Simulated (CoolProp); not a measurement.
Model: reference Helmholtz-energy equation of state, Lemmon 2006, in CoolProp. It is a short technical equation, of lower accuracy than the large ones.

**Question.** For neopentane, give the phase and the density (kg/m³), cp (kJ/(kg K)), cv (kJ/(kg K)), expansivity (1/kK) at 27.15 °C and 3.91 MPa; 71.45 °C and 3.91 MPa; 104.75 °C and 3.91 MPa.

**Answer.** 
- 27.15 °C and 3.91 MPa: liquid; density 589, cp 2.30, cv 1.73, expansivity 1.79
- 71.45 °C and 3.91 MPa: liquid; density 538, cp 2.57, cv 1.92, expansivity 2.33
- 104.75 °C and 3.91 MPa: liquid; density 492, cp 2.82, cv 2.07, expansivity 3.16
